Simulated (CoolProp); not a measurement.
Hexamethyldisiloxane (MM) along the isobar 9.95 MPa: density (kg/m³) from the reference equation and from simpler models built on Tc = 518.7 K, pc = 1.931 MPa, ω = 0.418; each cubic takes its own stable root.

Computed with CoolProp (reference Helmholtz-energy equation of state, Thol 2016).

```tsv
T (K)	phase	reference
484	liquid	583.8
494.4	liquid	571.9
504.9	liquid	559.7
515.4	liquid	547.3
525.8	supercritical	534.9
536.3	supercritical	522.2
546.8	supercritical	509.4
557.2	supercritical	496.5
567.7	supercritical	483.4
578.1	supercritical	470.4
588.6	supercritical	457.2
599.1	supercritical	443.9
609.5	supercritical	430.9
620	supercritical	417.8
```

Q: How far does each simpler model (van der Waals, Redlich-Kwong, Soave-Redlich-Kwong) lie from the reference over these 14 states: mean and median of the absolute difference, and the worst?

A: 
- van der Waals: mean 22.0 %, median 22.5 %, worst -28.3 % at 484 K and 9.95 MPa
- Redlich-Kwong: mean 3.2 %, median 3.5 %, worst -5.9 % at 484 K and 9.95 MPa
- Soave-Redlich-Kwong: mean 5.7 %, median 5.6 %, worst -7.3 % at 620 K and 9.95 MPa
